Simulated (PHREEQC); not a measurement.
PHREEQC input (ion-association model with all activity coefficients set to 1, wateq4f.dat):

```
SOLUTION_MASTER_SPECIES
  Tma  Tma+  0  Tma  74.145  # tetramethylammonium, taken as a free cation
SOLUTION_SPECIES
  Tma+ = Tma+
    -log_k 0
    -gamma 4.0 0
SOLUTION 1
  temp 20
  units mol/kgw
  pH 7 charge
END
SELECTED_OUTPUT 1
  -reset false
  -pH true
  -pe true
  -ionic_strength true
  -water true
  -totals Cd F Tma
  -molalities H+ Cd+2 F- O2 OH- HF HF2- CdF+ CdF2 CdOH+
    Cd(OH)2 Cd(OH)3- Cd(OH)4-2 Cd2OH+3 H2F2 Tma+
  -equilibrium_phases CdF2 Cd(OH)2
PRINT
  -reset false
USE solution 1
REACTION 1
  TmaOH 1
  0 0.00833 0.0167 0.025 0.0333 0.0417 0.05 0.0583 0.0667 0.075 0.0833 0.0917 0.1 moles
EQUILIBRIUM_PHASES 1
  CdF2 0 0.2
  Cd(OH)2 0 0
  O2(g) -0.68 10
END
```

Selected output (columns that matter, 13 of 13 rows; TMAH added (mol) added in front):

```
TMAH added (mol)	pH	mu	Cd	F	Tma	m_H+	m_Cd+2	m_F-	m_OH-	m_CdF+	m_Tma+	CdF2	Cd(OH)2
0	7.0748	0.2233	0.1825	0.36499	0	8.4175e-08	0.042293	0.18098	8.0157e-08	0.096359	0	0.017503	0
0.00833	7.5229	0.22521	0.17918	0.36662	0.00833	3.0002e-08	0.04072	0.18444	2.2486e-07	0.09455	0.00833	0.016691	0.0041244
0.0167	7.5312	0.22723	0.17588	0.36838	0.0167	2.9432e-08	0.039199	0.18798	2.2918e-07	0.092768	0.0167	0.015811	0.0083107
0.025	7.5395	0.22938	0.17266	0.37024	0.025	2.8872e-08	0.037734	0.1916	2.3359e-07	0.091018	0.025	0.014878	0.012462
0.0333	7.5479	0.23167	0.1695	0.37223	0.0333	2.8318e-08	0.036311	0.19532	2.3812e-07	0.089285	0.0333	0.013886	0.016613
0.0417	7.5565	0.23414	0.16637	0.37436	0.0417	2.7764e-08	0.034915	0.19918	2.4284e-07	0.087551	0.0417	0.012818	0.020814
0.05	7.5651	0.23673	0.16333	0.3766	0.05	2.7223e-08	0.033577	0.20311	2.4763e-07	0.085858	0.05	0.011701	0.024965
0.0583	7.5737	0.23947	0.16036	0.37896	0.0583	2.6688e-08	0.032282	0.20715	2.5254e-07	0.084186	0.0583	0.01052	0.029116
0.0667	7.5824	0.24239	0.15742	0.38148	0.0667	2.6155e-08	0.031014	0.21134	2.5765e-07	0.082516	0.0667	0.0092586	0.033317
0.075	7.5912	0.24543	0.15458	0.38411	0.075	2.5635e-08	0.029804	0.21559	2.6283e-07	0.08089	0.075	0.007947	0.037468
0.0833	7.5999	0.24861	0.15181	0.38686	0.0833	2.5123e-08	0.028635	0.21994	2.6815e-07	0.079288	0.0833	0.0065698	0.041619
0.0917	7.6088	0.25199	0.14907	0.38978	0.0917	2.4613e-08	0.027494	0.22446	2.7365e-07	0.077692	0.0917	0.0051085	0.04582
0.1	7.6177	0.25547	0.14643	0.3928	0.1	2.4117e-08	0.026407	0.22903	2.7923e-07	0.076141	0.1	0.0035976	0.049971
```

Complexes and solids missing from the database can't appear. (CH3)4N+ isn't in the database: it is added as a free cation with an ion size of 4 Å.
